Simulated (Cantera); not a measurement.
**Iron carbonyl, mercury and lead vapours: Pb + CO + H₂ + O₂**

A closed system holds: 1 mol Pb, 0.19 mol CO, a varied amount of H₂, 1.3 mol O₂, equilibrated at 550 °C and 100 Torr.

Cantera equilibrium calculation (NASA polynomials, part measured and part estimated; ideal gas, pure solids and liquids). Candidate condensed phases: C, C₆H₆, C₇H₈, C₈H₁₈, H₂O, Pb, PbO, PbO₂, Pb₃O₄; 113 gas species. The numbers say what is thermodynamically allowed, not how fast it happens.

```json
[
 {"n(H₂) (mol)": "6.9", "x H₂": "0.621", "x H₂O": "0.352", "x CO₂": "0.0172", "x CO": "0.00841", "x CH₄": "0.00125", "x Pb": "1.01e-6", "n Pb(l)": "1.000"},
 {"n(H₂) (mol)": "20", "x H₂": "0.859", "x H₂O": "0.132", "x CO₂": "0.00201", "x CO": "0.00364", "x CH₄": "0.00383", "x Pb": "1.01e-6", "n Pb(l)": "1.000"},
 {"n(H₂) (mol)": "33", "x H₂": "0.912", "x H₂O": "0.0818", "x CO₂": "0.000557", "x CO": "0.00172", "x CH₄": "0.00349", "x Pb": "1.01e-6", "n Pb(l)": "1.000"},
 {"n(H₂) (mol)": "45", "x H₂": "0.935", "x H₂O": "0.0606", "x CO₂": "0.000237", "x CO": "0.00101", "x CH₄": "0.00298", "x Pb": "1.01e-6", "n Pb(l)": "1.000"},
 {"n(H₂) (mol)": "58", "x H₂": "0.949", "x H₂O": "0.0473", "x CO₂": "0.000115", "x CO": "0.000640", "x CH₄": "0.00253", "x Pb": "1.01e-6", "n Pb(l)": "1.000"},
 {"n(H₂) (mol)": "71", "x H₂": "0.959", "x H₂O": "0.0388", "x CO₂": "6.42e-5", "x CO": "0.000439", "x CH₄": "0.00218", "x Pb": "1.01e-6", "n Pb(l)": "1.000"},
 {"n(H₂) (mol)": "84", "x H₂": "0.965", "x H₂O": "0.0329", "x CO₂": "3.93e-5", "x CO": "0.000320", "x CH₄": "0.00191", "x Pb": "1.01e-6", "n Pb(l)": "1.000"},
 {"n(H₂) (mol)": "96", "x H₂": "0.969", "x H₂O": "0.0288", "x CO₂": "2.66e-5", "x CO": "0.000248", "x CH₄": "0.00171", "x Pb": "1.01e-6", "n Pb(l)": "1.000"}
]
```
x: gas mole fraction; n: condensed amount in mol.

From 6.9 mol H₂ to 96 mol H₂ the condensed part is Pb(l). The main Pb-bearing gas is Pb throughout.
